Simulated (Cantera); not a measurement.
An isothermal, constant-pressure homogeneous reactor starts with N2O : H2O = 1 : 0.13 (molar parts), at 1350 K and 0.0110 bar.

Model: GRI-Mech 3.0 (53 species, 325 reactions), integrated in Cantera. GRI-Mech 3.0 was tuned for natural gas; its chemistry of N2O as a main component is partial and can be far from experiment. Radical loss at walls, strong at low pressure, is not modelled. The mechanism lacks the step 2 NO + O2 → 2 NO2, which can matter for NO2 below about 1400 K. The temperature is held fixed by assumption; the heat of reaction is taken as removed at once.

x: mole fraction; the columns are a selection and need not sum to one.

| t (s) | x N2O | x H2O | x NO | x H | x H2O2 | x O |
|---|---|---|---|---|---|---|
| 3.00e-6 | 0.885 | 0.115 | 2.40e-10 | <1e-12 | <1e-12 | 1.76e-7 |
| 9.22e-6 | 0.885 | 0.115 | 2.25e-9 | <1e-12 | <1e-12 | 5.35e-7 |
| 2.83e-5 | 0.885 | 0.115 | 2.07e-8 | <1e-12 | <1e-12 | 1.60e-6 |
| 8.70e-5 | 0.885 | 0.115 | 1.83e-7 | 1.40e-11 | <1e-12 | 4.49e-6 |
| 0.000267 | 0.885 | 0.115 | 1.46e-6 | 4.51e-10 | 2.77e-12 | 1.07e-5 |
| 0.000821 | 0.885 | 0.115 | 8.92e-6 | 5.54e-9 | 1.71e-10 | 1.74e-5 |
| 0.00252 | 0.885 | 0.115 | 3.73e-5 | 2.56e-8 | ___ | 1.88e-5 |
| 0.00775 | 0.884 | 0.115 | 0.000125 | 6.85e-8 | ___ | 1.88e-5 |
| 0.0238 | 0.881 | 0.115 | 0.000384 | 9.26e-8 | ___ | 1.91e-5 |
| 0.0731 | 0.873 | 0.114 | 0.00114 | 9.67e-8 | ___ | 1.90e-5 |
| 0.225 | 0.847 | 0.113 | 0.00335 | 9.16e-8 | ___ | 1.85e-5 |
| 0.690 | 0.777 | 0.111 | 0.00975 | 8.61e-8 | ___ | 1.76e-5 |
| 2.12 | 0.605 | 0.104 | 0.0255 | 9.12e-8 | ___ | 1.67e-5 |
| 6.51 | 0.309 | 0.0920 | 0.0524 | 1.20e-7 | ___ | 1.55e-5 |
| 20.0 | 0.0546 | 0.0819 | 0.0745 | 1.78e-7 | ___ | 1.39e-5 |

Task: Fill in the missing entries.

Result: 
- 0.00252, x H2O2: 7.01e-9
- 0.00775, x H2O2: 1.33e-7
- 0.0238, x H2O2: 2.20e-7
- 0.0731, x H2O2: 1.55e-7
- 0.225, x H2O2: 9.42e-8
- 0.690, x H2O2: 4.16e-8
- 2.12, x H2O2: 1.33e-8
- 6.51, x H2O2: 3.90e-9
- 20.0, x H2O2: 1.62e-9
